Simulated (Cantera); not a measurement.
An isothermal, constant-pressure homogeneous reactor starts with C₂H₆ : N₂ = 1 : 110 (molar parts), at 1750 K and 120 Pa.

Detailed kinetics in Cantera: GRI-Mech 3.0 (53 species, 325 reactions). GRI-Mech 3.0 stops at C3 and has no aromatics, soot or wall deposition, so with more carbon than oxygen in the feed, carbon stays in small species such as C2H2 where larger ones or solid carbon would form. Radical loss at walls, strong at low pressure, is not modelled.

x: mole fraction; the columns are a selection and need not sum to one.

```json
[
 {"t (s)": "0.000900", "x C₂H₆": "0.00770", "x C₂H₂": "9.16e-9", "x C₂H": "<1e-12", "x CH₄": "1.18e-5", "x H₂": "6.08e-6", "x CH₃": "0.00253"},
 {"t (s)": "0.00188", "x C₂H₆": "0.00641", "x C₂H₂": "3.53e-7", "x C₂H": "1.91e-11", "x CH₄": "4.78e-5", "x H₂": "8.00e-5", "x CH₃": "0.00469"},
 {"t (s)": "0.00393", "x C₂H₆": "0.00398", "x C₂H₂": "2.97e-5", "x C₂H": "2.18e-8", "x CH₄": "0.000176", "x H₂": "0.000777", "x CH₃": "0.00737"},
 {"t (s)": "0.00822", "x C₂H₆": "0.000970", "x C₂H₂": "0.000700", "x C₂H": "1.34e-6", "x CH₄": "0.000528", "x H₂": "0.00364", "x CH₃": "0.00772"},
 {"t (s)": "0.0172", "x C₂H₆": "2.96e-5", "x C₂H₂": "0.00353", "x C₂H": "4.17e-6", "x CH₄": "0.000929", "x H₂": "0.00899", "x CH₃": "0.00366"},
 {"t (s)": "0.0359", "x C₂H₆": "5.65e-7", "x C₂H₂": "0.00640", "x C₂H": "3.40e-6", "x CH₄": "0.000929", "x H₂": "0.0133", "x CH₃": "0.00124"},
 {"t (s)": "0.0751", "x C₂H₆": "1.08e-7", "x C₂H₂": "0.00779", "x C₂H": "2.31e-6", "x CH₄": "0.000740", "x H₂": "0.0154", "x CH₃": "0.000534"},
 {"t (s)": "0.157", "x C₂H₆": "(withheld)", "x C₂H₂": "0.00830", "x C₂H": "(withheld)", "x CH₄": "(withheld)", "x H₂": "0.0163", "x CH₃": "(withheld)"},
 {"t (s)": "0.328", "x C₂H₆": "1.30e-8", "x C₂H₂": "0.00849", "x C₂H": "1.27e-6", "x CH₄": "0.000424", "x H₂": "0.0167", "x CH₃": "0.000170"},
 {"t (s)": "0.686", "x C₂H₆": "(withheld)", "x C₂H₂": "0.00859", "x C₂H": "(withheld)", "x CH₄": "(withheld)", "x H₂": "0.0170", "x CH₃": "(withheld)"},
 {"t (s)": "1.44", "x C₂H₆": "2.02e-9", "x C₂H₂": "0.00866", "x C₂H": "8.67e-7", "x CH₄": "0.000229", "x H₂": "0.0172", "x CH₃": "6.41e-5"},
 {"t (s)": "3.00", "x C₂H₆": "7.87e-10", "x C₂H₂": "0.00870", "x C₂H": "7.73e-7", "x CH₄": "0.000157", "x H₂": "0.0173", "x CH₃": "3.95e-5"}
]
```

Problem. Some entries are withheld; supply them.

Solution. 
- 0.157, x C₂H₆: 3.46e-8
- 0.157, x C₂H: 1.66e-6
- 0.157, x CH₄: 0.000562
- 0.157, x CH₃: 0.000288
- 0.686, x C₂H₆: 5.10e-9
- 0.686, x C₂H: 1.02e-6
- 0.686, x CH₄: 0.000316
- 0.686, x CH₃: 0.000104
